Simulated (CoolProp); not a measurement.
A closed Brayton cycle with carbon dioxide: compressor inlet 332.15 K and 7.9 MPa, high pressure 20.2 MPa, turbine inlet 865 K, compressor efficiency 0.85, turbine efficiency 0.85, recuperator effectiveness 0.95 (on enthalpy, no pinch check). Each further row changes one setting.

The numbers come from the reference Helmholtz-energy equation of state, Span 1996 in CoolProp.

```
case                           thermal efficiency (%)  net work (kJ/kg)  compressor to turbine work  compressor exit (K)  turbine exit (K)
-----------------------------  ----------------------  ----------------  --------------------------  -------------------  ----------------
as stated                                  (withheld)              69.6                        0.43                416.3             755.7
turbine inlet 815 K                              31.6              61.7                        0.46                416.3             709.6
compressor inlet 342.15 K                  (withheld)              64.5                  (withheld)                430.2             755.7
high pressure 17.2 MPa                           33.4              60.2                        0.42                401.4        (withheld)
recuperator effectiveness 0.5                    18.2              69.6                        0.43                416.3             755.7
```

Problem. Fill in the missing entries.

Solution. 
- as stated, thermal efficiency (%): 33.8
- compressor inlet 342.15 K, thermal efficiency (%): 32.5
- compressor inlet 342.15 K, compressor to turbine work: 0.47
- high pressure 17.2 MPa, turbine exit (K): 773.9
